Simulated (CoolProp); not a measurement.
Saturation properties of water (Tc = 647.1 K, pc = 220.6 bar, ω = 0.344).

The numbers come from the reference Helmholtz-energy equation of state, Wagner 2002 in CoolProp.

| T (K) | p (bar) | vapour density (kg/m³) | surface tension (mN/m) | liquid viscosity (µPa s) | vapour viscosity (µPa s) | liquid conductivity (mW/(m K)) |
|---|---|---|---|---|---|---|
| 510.8 | 32.11 | 16.06 | … | 112 | … | 629 |
| 514.2 | 34.09 | 17.06 | 27.9 | 111 | 17.1 | 626 |
| 517.7 | 36.23 | 18.15 | … | 109 | 17.2 | 623 |
| 521.1 | 38.40 | 19.27 | 26.3 | 107 | 17.4 | 619 |
| 524.5 | … | 20.44 | 25.5 | 106 | 17.5 | … |
| 527.9 | 43.05 | 21.67 | 24.7 | 104 | 17.6 | 612 |
| 531.3 | 45.53 | 22.98 | 23.9 | 103 | 17.7 | 608 |
| 534.7 | 48.12 | 24.34 | 23.1 | 101 | 17.9 | 604 |
| 538.1 | 50.81 | 25.79 | 22.3 | … | 18.0 | 600 |
| 541.5 | 53.62 | 27.31 | … | 98.3 | 18.1 | 596 |
| 545 | 56.64 | 28.96 | 20.7 | 96.8 | 18.3 | … |
| 548.4 | 59.69 | 30.65 | 19.9 | 95.4 | 18.4 | 587 |

Q: Complete the blanks.

A: 
- 510.8, surface tension (mN/m): 28.7
- 510.8, vapour viscosity (µPa s): 17.0
- 517.7, surface tension (mN/m): 27.1
- 524.5, p (bar): 40.68
- 524.5, liquid conductivity (mW/(m K)): 615
- 538.1, liquid viscosity (µPa s): 99.7
- 541.5, surface tension (mN/m): 21.5
- 545, liquid conductivity (mW/(m K)): 592

It boils at 373.1 K under 1 atm.

Viscosity comes from a separate model (Huber 2009). Thermal conductivity comes from a separate model (Huber 2012). Surface tension comes from a separate correlation (Mulero 2012).
